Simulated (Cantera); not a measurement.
A closed system holds: 1 mol SiCl₄, 49 mol H₂, 0.2 mol HCl, held at 100000 Pa.

Method: chemical equilibrium by Gibbs-energy minimisation in Cantera with the NASA 1993 tables (ideal gas, pure condensed phases). Candidate condensed phases: Si; 19 gas species. The numbers say what is thermodynamically allowed, not how fast it happens.

Q: What share of the Si ends up in condensed phases as a function of T (°C), at 702, 752, 802, 852, 902, 952, 1002, 1052, 1102, 1152, 1202, 1252, 1302, 1352?

A: 
```json
[
 {"T (°C)": "702", "Si condensed (%)": "0.0", "as": "-"},
 {"T (°C)": "752", "Si condensed (%)": "0.0", "as": "-"},
 {"T (°C)": "802", "Si condensed (%)": "0.0", "as": "-"},
 {"T (°C)": "852", "Si condensed (%)": "0.0", "as": "-"},
 {"T (°C)": "902", "Si condensed (%)": "5.8", "as": "Si(s)"},
 {"T (°C)": "952", "Si condensed (%)": "12.5", "as": "Si(s)"},
 {"T (°C)": "1002", "Si condensed (%)": "19.0", "as": "Si(s)"},
 {"T (°C)": "1052", "Si condensed (%)": "24.6", "as": "Si(s)"},
 {"T (°C)": "1102", "Si condensed (%)": "28.9", "as": "Si(s)"},
 {"T (°C)": "1152", "Si condensed (%)": "31.9", "as": "Si(s)"},
 {"T (°C)": "1202", "Si condensed (%)": "33.6", "as": "Si(s)"},
 {"T (°C)": "1252", "Si condensed (%)": "34.4", "as": "Si(s)"},
 {"T (°C)": "1302", "Si condensed (%)": "34.6", "as": "Si(s)"},
 {"T (°C)": "1352", "Si condensed (%)": "34.4", "as": "Si(s)"}
]
```
